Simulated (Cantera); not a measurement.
A Cantera script and what it prints.

```python
import numpy as np
import cantera as ct

gas_names = """
    Cu CuO Cu2 H HNO HNO2 HNO3 HO2 H2 H2O H2O2 N NH NH2 NH3 NH2OH NO NO2 NO3 N2 N2H2 N2H4 N2O O OH O2 O3
""".split()
cond_names = """
    Cu(cr) Cu(L) CuO(s) CuO2H2(s) Cu2O(s) Cu2O(L) H2O(s) H2O(L)
""".split()


# ... load() reads the species with a 1 bar reference pressure and builds the phases ...
atoms = {
    'Cu2O': {'Cu': 2, 'O': 1},
    'H2': {'H': 2},
    'N2': {'N': 2},
}
top_T = {'CuO(s)': 1390}  # K; cautious upper limits of use, not melting points


# ... equilibrate(T, P, feed) seeds the gas with the atoms and calls Mixture.equilibrate('TP', solver="vcs", rtol=1e-11, max_steps=5000) ...
results = []
feed = {'Cu2O': 1, 'H2': 0.35, 'N2': 22}  # mol
T = 600  # K
P = 720000  # Pa
mix = equilibrate(T, P, feed)
results.append((T, P, feed, dict(zip(mix.species_names, mix.species_moles))))
print(gas.report(threshold=1e-05))
for i in range(1, mix.n_phases):
    print(f"{mix.phase(i).name:16s} {mix.phase_moles(i):12.5e} mol")
```

Result:

```
       temperature   600 K
          pressure   7.2e+05 Pa
           density   4.0206 kg/m^3
  mean mol. weight   27.857 kg/kmol
   phase of matter   gas

                          1 kg             1 kmol
                     ---------------   ---------------
          enthalpy        1.8436e+05        5.1358e+06  J
   internal energy            5282.3        1.4715e+05  J
           entropy            7052.2        1.9646e+05  J/K
    Gibbs function        -4.047e+06       -1.1274e+08  J
 heat capacity c_p            1083.7             30189  J/K
 heat capacity c_v            785.23             21875  J/K

                      mass frac. Y      mole frac. X     chem. pot. / RT
                     ---------------   ---------------   ---------------
               H2O          0.010127           0.01566           -74.176
                N2           0.98987           0.98434           -21.778
     [  +25 minor]        2.0082e-11        2.7748e-10

Cu(cr)            7.00000e-01 mol
CuO(s)            0.00000e+00 mol
CuO2H2(s)         0.00000e+00 mol
Cu2O(s)           6.50000e-01 mol
H2O(L)            0.00000e+00 mol
```

Method: chemical equilibrium by Gibbs-energy minimisation in Cantera with the NASA 1993 tables (ideal gas, pure condensed phases).
